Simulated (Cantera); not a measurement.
# Equilibrium for tantalum, niobium, vanadium and zirconium in process gases: Ta(OEt)₅ + H₂O + H₂

Feed: 1 mol Ta(OEt)₅, 3 mol H₂O, 5 mol H₂, held at 1.33 mbar.

Cantera equilibrium calculation (NASA polynomials, part measured and part estimated; ideal gas, pure solids and liquids). Candidate condensed phases: C, C₆H₆, C₇H₈, C₈H₁₈, H₂O, Ta, TaC, Ta₂O₅; 113 gas species. The feed counts by its element totals alone. TaC: taken at fixed stoichiometry. Condensed phases not in the tables: Ta₂C. Rates play no part.

At 900 K the condensed part is C(graphite) + Ta₂O₅(s). From 1050 K to 2550 K the condensed part is C(graphite) + TaC(s). At 2700 K the condensed part is TaC(s).

| T (K) | x H₂ | x H | x CO | x C₃ | x C₂H₂ (acetylene) | x C | n C(graphite) | n Ta₂O₅(s) | n TaC(s) |
|---|---|---|---|---|---|---|---|---|---|
| 900 | 0.788 | 2.84e-9 | 0.211 | <1e-12 | 4.43e-11 | <1e-12 | 4.52 | 0.500 | 0 |
| 1050 | 0.719 | 1.88e-7 | 0.281 | <1e-12 | 2.97e-9 | <1e-12 | 1.00 | 0 | 1.00 |
| 1200 | 0.719 | 4.58e-6 | 0.281 | <1e-12 | 7.39e-8 | <1e-12 | 1.000 | 0 | 1.00 |
| 1350 | 0.719 | 5.54e-5 | 0.281 | <1e-12 | 8.91e-7 | <1e-12 | 1.000 | 0 | 1.00 |
| 1500 | 0.719 | 0.000409 | 0.281 | <1e-12 | 6.49e-6 | <1e-12 | 1.000 | 0 | 1.00 |
| 1650 | 0.717 | 0.00211 | 0.280 | <1e-12 | 3.27e-5 | 2.42e-12 | 0.998 | 0 | 1.00 |
| 1800 | 0.712 | 0.00827 | 0.280 | 8.59e-11 | 0.000125 | 1.90e-10 | 0.993 | 0 | 1.00 |
| 1950 | 0.696 | 0.0262 | 0.277 | 5.87e-9 | 0.000381 | 7.56e-9 | 0.978 | 0 | 1.00 |
| 2100 | 0.659 | 0.0693 | 0.271 | 2.16e-7 | 0.000952 | 1.78e-7 | 0.944 | 0 | 1.00 |
| 2250 | 0.584 | 0.155 | 0.259 | 4.87e-6 | 0.00195 | 2.73e-6 | 0.877 | 0 | 1.00 |
| 2400 | 0.461 | 0.296 | 0.239 | 7.36e-5 | 0.00322 | 2.98e-5 | 0.766 | 0 | 1.00 |
| 2550 | 0.307 | 0.473 | 0.214 | 0.000799 | 0.00408 | 0.000245 | 0.548 | 0 | 1.00 |
| 2700 | 0.166 | 0.634 | 0.190 | 0.00430 | 0.00294 | 0.00138 | 0 | 0 | 1.000 |
x: gas mole fraction; n: condensed amount in mol.
